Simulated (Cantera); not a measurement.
**Ammonia decomposition in nitride growth gas**

An isothermal, constant-pressure homogeneous reactor starts with 59.5 % NH3, 40.5 % N2, at 1725 K and 1.00 bar.

Computed with Cantera and the gas-phase N/H chemistry of the illustrative SiF4/NH3 mechanism in the Surface Chemkin manual (1991). Walls and surfaces, which speed up NH3 decomposition in real reactors, are not modelled.

```tsv
t (s)	x NH3	x H2	x NH2	x N2H2	x N	x NH
1.00e-6	0.595	1.67e-7	3.60e-7	<1e-12	<1e-12	<1e-12
7.50e-6	0.595	1.42e-6	2.87e-6	5.04e-11	<1e-12	7.63e-11
5.62e-5	0.595	1.09e-5	2.16e-5	6.72e-9	2.70e-12	9.80e-9
0.000422	0.595	0.000112	0.000141	3.86e-7	1.86e-10	3.70e-7
0.00316	0.593	0.00182	0.000210	9.12e-7	1.44e-9	7.18e-7
0.0237	0.579	0.0149	0.000200	8.74e-7	9.12e-9	8.68e-7
0.178	0.490	0.0992	0.000168	6.54e-7	3.01e-8	1.06e-6
1.33	0.199	0.373	8.45e-5	1.57e-7	3.40e-8	7.59e-7
10.0	0.0203	0.541	1.21e-5	3.40e-9	1.02e-8	1.56e-7
```
x: mole fraction; the columns are a selection and need not sum to one.

Equilibrium at this temperature and pressure: NH3 9.45e-6, H2 0.560, NH2 6.07e-9, N2H2 <1e-12, N 6.01e-12, NH 8.48e-11 (gas phase only).
